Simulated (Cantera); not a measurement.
**Equilibrium for halide evaporation, hydrolysis and transport: CaCl₂ + H₂O + N₂ + H₂**

Input: 1 mol CaCl₂, 0.22 mol H₂O, 76 mol N₂, 3.7 mol H₂, equilibrated at 13.3 mbar.

Equilibrium computed with Cantera from the NASA thermochemical tables; the gas is ideal and each condensed phase is pure. Candidate condensed phases: Ca, CaCl₂, CaO, Ca(OH)₂, H₂O, NH₄Cl; 36 gas species. Mutual solubility and eutectic melting of coexisting phases are not modelled. Condensed phases not in the tables: oxide chlorides. Kinetics and transport are ignored.

From 1125 K to 1325 K the condensed part is CaCl₂(l) + CaO(s). From 1425 K to 1725 K the condensed part is CaO(s). The main Ca-bearing gas is CaCl₂ throughout. The share of Ca in condensed phases is highest at 1125 K (99.3 %) and lowest at 1725 K (15.6 %).

| T (K) | log p N₂ | log p H₂ | log p CaCl₂ | log p HCl | log p H₂O | n CaCl₂(l) | n CaO(s) |
|---|---|---|---|---|---|---|---|
| 1125 | -1.90 | -3.21 | -5.96 | -4.46 | -4.72 | 0.888 | 0.105 |
| 1225 | -1.90 | -3.21 | -4.91 | -4.27 | -5.02 | 0.763 | 0.163 |
| 1325 | -1.90 | -3.21 | -4.03 | -4.18 | -5.44 | 0.241 | 0.198 |
| 1425 | -1.90 | -3.22 | -3.88 | -4.20 | -5.36 | 0 | 0.193 |
| 1525 | -1.90 | -3.22 | -3.87 | -4.22 | -5.20 | 0 | 0.182 |
| 1625 | -1.90 | -3.22 | -3.86 | -4.25 | -5.08 | 0 | 0.169 |
| 1725 | -1.90 | -3.22 | -3.86 | -4.28 | -4.98 | 0 | 0.156 |
log p: log10 of the partial pressure in bar; n: condensed amount in mol.
